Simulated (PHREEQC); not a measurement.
# Polishing slurry liquid: speciation

A solution holds 0.24 mol/kgw HNO3 and 0.039 mol/kgw Fe(NO3)3, at 50 °C. Closed to the air; pH follows from the charge balance.

The numbers come from PHREEQC with the ion-association model, phreeqc.dat.

| Property | Result |
|---|---|
| pH | 0.73 |
| ionic strength | 0.470 mol/kgw |
| activity of water | 0.989 |
| density | 1.001 g/cm³ |
| total alkalinity | -318 meq/kg |

```csv
species,molality,activity,log γ
NO3-,0.357,0.216,-0.218
H+,0.243,0.184,-0.120
Fe+3,0.0364,0.00302,-1.081
FeOH+2,0.00197,0.000408,-0.685
Fe2(OH)2+4,0.000323,1.73e-6,-2.273
Fe(OH)2+,2.54e-6,1.74e-6,-0.164
```

No solid was allowed to form. Examples of supersaturated solids here: Hematite (slow to form), Goethite (slow to form). Others may be too. Away from 25 °C the constants follow the database's enthalpies or fits; those with neither stay at their 25 °C values.
